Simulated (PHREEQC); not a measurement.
Model water analysis in mmol/kgw, 20 °C, pH 1.97, pe 10.4:

```
constituent  mmol/kgw
-----------  --------
Na               1.31
K                19.5
Ca               9.01
Mg               5.73
Cl               16.4
S(6)             27.7
Fe(3)          0.0176
N(5)             0.38
Cu(2)          0.0243
Sr             0.0234
```

Valence states are taken as typed.

Model: ion-association model, phreeqc.dat, run in PHREEQC.

```json
{
 "ionic_strength": "0.0786 mol/kgw",
 "specific_conductance": "7970 µS/cm",
 "density": "1.002 g/cm³",
 "total_alkalinity": "-20.2 meq/kg",
 "charge_balance_error": "-1.5 %"
}
```

```json
[
 {"species": "K+", "molality": "0.0188", "activity": "0.0147", "log γ": "-0.106"},
 {"species": "Cl-", "molality": "0.0164", "activity": "0.0129", "log γ": "-0.105"},
 {"species": "SO4-2", "molality": "0.0149", "activity": "0.00606", "log γ": "-0.392"},
 {"species": "H+", "molality": "0.0128", "activity": "0.0107", "log γ": "-0.078"},
 {"species": "HSO4-", "molality": "0.00712", "activity": "0.00567", "log γ": "-0.099"},
 {"species": "Ca+2", "molality": "0.00615", "activity": "0.00259", "log γ": "-0.376"},
 {"species": "Mg+2", "molality": "0.00374", "activity": "0.00163", "log γ": "-0.361"},
 {"species": "CaSO4", "molality": "0.00264", "activity": "0.00269", "log γ": "0.008"},
 {"species": "MgSO4", "molality": "0.00199", "activity": "0.00203", "log γ": "0.008"}
]
```

Precipitation was switched off in this run. The solution is supersaturated, for example in Hematite (slow to form), so a real one may precipitate; this is no full list.
